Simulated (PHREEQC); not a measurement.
**Buffer (model solution)**

Consider water at 74 °C with 22 mmol/kgw NH4Cl, 0.03 mmol/kgw Na2CO3 and 0.024 mmol/kgw NaCl. Closed to the air; pH follows from the charge balance.

All values are PHREEQC results (ion-association model, wateq4f.dat), not measurements.

The pH is 5.46, the ionic strength comes out as 0.0220 mol/kgw and the total alkalinity is 0.0600 meq/kg.

```
species  molality  activity   log γ
-------  --------  --------  ------
Cl-        0.0220    0.0187  -0.071
NH4+       0.0219    0.0187  -0.069
Na+       8.40e-5   7.18e-5  -0.068
NH3       5.96e-5   5.96e-5   0.000
CO2       2.58e-5   2.59e-5   0.002
HCO3-     4.22e-6   3.62e-6  -0.066
```

No solid was allowed to form. Species that the database lacks are ignored. At this temperature some constants are extrapolated from 25 °C, and those without enthalpy data are left unchanged.
